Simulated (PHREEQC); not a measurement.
Solution A (0.23 mol H2SO4, 0.00035 mol MgSO4 and 0.037 mol MgCl2 per kg of water) is mixed with solution B (1.9 mmol/kgw Al2(SO4)3, 0.42 mmol/kgw MgSO4, 2.7 mmol/kgw H2SO4 and 1.2 mmol/kgw NaCl) at 25 °C; shares are by mass of water, 1 kg in all. Oxygen alone is held at its pressure in air (log pO2 = -0.68). No CO2 enters from the air. Solids allowed: Brucite, Al(OH)3(a), Basaluminite, Halite, Mirabilite, Epsomite. Others were left out.

Equilibrium calculation in PHREEQC: ion-association model, wateq4f.dat.

```json
[
 {"share of solution B": "0", "pH": "0.68", "HSO4- (mol/kgw)": "0.191", "AlSO4+ (mol/kgw)": "0", "MgSO4 (mol/kgw)": "0.0111"},
 {"share of solution B": "0.1", "pH": "0.72", "HSO4- (mol/kgw)": "0.171", "AlSO4+ (mol/kgw)": "0.000242", "MgSO4 (mol/kgw)": "0.0101"},
 {"share of solution B": "0.2", "pH": "0.77", "HSO4- (mol/kgw)": "0.151", "AlSO4+ (mol/kgw)": "0.000488", "MgSO4 (mol/kgw)": "0.00908"},
 {"share of solution B": "0.3", "pH": "0.82", "HSO4- (mol/kgw)": "0.131", "AlSO4+ (mol/kgw)": "0.000738", "MgSO4 (mol/kgw)": "0.00805"},
 {"share of solution B": "0.4", "pH": "0.88", "HSO4- (mol/kgw)": "0.111", "AlSO4+ (mol/kgw)": "0.000995", "MgSO4 (mol/kgw)": "0.00701"},
 {"share of solution B": "0.5", "pH": "0.95", "HSO4- (mol/kgw)": "0.0910", "AlSO4+ (mol/kgw)": "0.00126", "MgSO4 (mol/kgw)": "0.00595"},
 {"share of solution B": "0.6", "pH": "1.03", "HSO4- (mol/kgw)": "0.0715", "AlSO4+ (mol/kgw)": "0.00153", "MgSO4 (mol/kgw)": "0.00486"},
 {"share of solution B": "0.7", "pH": "1.14", "HSO4- (mol/kgw)": "0.0524", "AlSO4+ (mol/kgw)": "0.00181", "MgSO4 (mol/kgw)": "0.00373"},
 {"share of solution B": "0.8", "pH": "1.29", "HSO4- (mol/kgw)": "0.0338", "AlSO4+ (mol/kgw)": "0.00211", "MgSO4 (mol/kgw)": "0.00256"},
 {"share of solution B": "0.9", "pH": "1.53", "HSO4- (mol/kgw)": "0.0161", "AlSO4+ (mol/kgw)": "0.00244", "MgSO4 (mol/kgw)": "0.00134"},
 {"share of solution B": "1", "pH": "2.42", "HSO4- (mol/kgw)": "0.00110", "AlSO4+ (mol/kgw)": "0.00275", "MgSO4 (mol/kgw)": "0.000113"}
]
```
